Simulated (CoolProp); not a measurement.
A simple Rankine cycle with R1233zd(E): condensing at 309.15 K, boiler at 1.03 MPa, turbine inlet 377.4 K, turbine efficiency 0.65, pump efficiency 0.8, no recuperator. Each further row changes one setting.

The numbers come from the reference Helmholtz-energy equation of state, Akasaka 2022 in CoolProp.

```json
[
 {"case": "as stated", "thermal efficiency (%)": "9.0", "net work (kJ/kg)": "20.8", "heat in (kJ/kg)": "230", "turbine exit temperature (K)": "___", "volume ratio over the turbine": "___"},
 {"case": "turbine inlet 397.4 K", "thermal efficiency (%)": "9.0", "net work (kJ/kg)": "22.6", "heat in (kJ/kg)": "___", "turbine exit temperature (K)": "358.6", "volume ratio over the turbine": "5.63"},
 {"case": "condensing temperature 301.15 K", "thermal efficiency (%)": "10.1", "net work (kJ/kg)": "24.1", "heat in (kJ/kg)": "239", "turbine exit temperature (K)": "332.1", "volume ratio over the turbine": "7.56"},
 {"case": "boiler pressure 0.721 MPa", "thermal efficiency (%)": "7.4", "net work (kJ/kg)": "17.5", "heat in (kJ/kg)": "236", "turbine exit temperature (K)": "___", "volume ratio over the turbine": "3.87"},
 {"case": "turbine efficiency 0.55", "thermal efficiency (%)": "7.6", "net work (kJ/kg)": "17.4", "heat in (kJ/kg)": "230", "turbine exit temperature (K)": "340.8", "volume ratio over the turbine": "___"}
]
```

Problem. Some entries are withheld; supply them.

Solution. 
- as stated, turbine exit temperature (K): 337.0
- as stated, volume ratio over the turbine: 5.80
- turbine inlet 397.4 K, heat in (kJ/kg): 251
- boiler pressure 0.721 MPa, turbine exit temperature (K): 348.0
- turbine efficiency 0.55, volume ratio over the turbine: 5.87
